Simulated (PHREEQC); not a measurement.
TMAH is added in steps, without added water, to 1 kg of water holding 0.23 mol AgF, at 30 °C. O2 is buffered at 0.21 atm. The system is closed to CO2. Only these solids could form: Ag2O.

Base run: PHREEQC, ion-association model, wateq4f.dat. Each further column changes one thing. The table gives pH.

```csv
TMAH added (mol),base,diluted 100-fold with water,temperature from 30 to 65 °C,AgF from 0.23 to 0.046 mol/kgw,no solid may form
0,7.07,7.21,6.67,7.56,7.70
0.04,7.16,12.33,6.75,8.56,11.30
0.08,7.27,12.62,6.86,12.26,11.55
0.12,7.40,12.78,6.99,12.58,11.71
0.16,7.60,12.90,7.19,12.76,11.83
0.2,7.97,12.99,7.56,12.88,11.93
0.24,11.68,13.06,10.75,12.97,12.02
```

(CH3)4N+ isn't in the database: it is added as a free cation with an ion size of 4 Å. Away from 25 °C the constants follow the database's enthalpies or fits; those with neither stay at their 25 °C values. In at least one series the solution becomes supersaturated in solids that the run did not let form, among them Ag2O.
